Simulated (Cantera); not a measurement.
A closed system holds: 1 mol SiH4, 0.45 mol HCl, 6.3 mol H2, at 2.60 mbar.

Cantera equilibrium calculation (NASA polynomials, part measured and part estimated; ideal gas, pure solids and liquids). Candidate condensed phases: Si; 19 gas species. The numbers say what is thermodynamically allowed, not how fast it happens.

Over these rows the condensed part is Si(s). Partial pressures as log10 of bar:

```tsv
T (K)	1000/T (1/K)	log p SiCl2	log p H2	log p HCl
823	1.2151	-7.18	-2.59	-4.91
898	1.1136	-6.37	-2.59	-4.55
973	1.0277	-5.74	-2.60	-4.27
1048	0.9542	?	-2.60	-4.08
1123	0.8905	-5.05	-2.60	-3.99
1198	0.8347	-4.96	-2.61	-3.97
```

Q: Fit log p(SiCl2) = a + b·(1000/T) to the five rows, give the apparent enthalpy, and predict the row at 1048 K.

A: Means: 1000/T = 1.0163, log p = -5.860. Sxy = -0.576009, Sxx = 0.0979229, so b = -5.88 and a = -5.860 − (-5.88)×1.0163 = 0.12.
Apparent enthalpy: −19.145 × (-5.88) = 113 kJ/mol. With the condensed phases at unit activity, Si(s) + 2 HCl(g) = SiCl2(g) + H2(g) links this pressure to the main gases: over the six rows their terms move log p by +1.90 in all, so the slope isn't that reaction's ΔH° alone. The five rows lie within 0.18 of the line; that is curvature, so one enthalpy describes this range poorly.
Prediction at 1048 K: 0.12 + (-5.88)×0.9542 = -5.49. The computed value is -5.29, 0.20 from the line.
